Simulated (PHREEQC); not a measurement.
A solution holds 14.5 mmol/kgw CuSO4, at 81 °C. Closed to the air; pH follows from the charge balance.

Equilibrium calculation in PHREEQC: ion-association model, phreeqc.dat.

No solid was allowed to form.

Order these Cu species by the share of Cu that they hold, largest first: Cu+2, CuSO4, Cu2(OH)2+2.

Cu+2 (63 %), CuSO4 (36 %), Cu2(OH)2+2 (1.1 %)

Order these S species by the share of S that they hold, largest first: HSO4-, CuSO4, SO4-2.

SO4-2 (63 %), CuSO4 (36 %), HSO4- (0.73 %)

The pH is 4.30 and the ionic strength 0.0367 mol/kgw. Species that the database lacks are ignored. Away from 25 °C the constants follow the database's enthalpies or fits; those with neither stay at their 25 °C values.
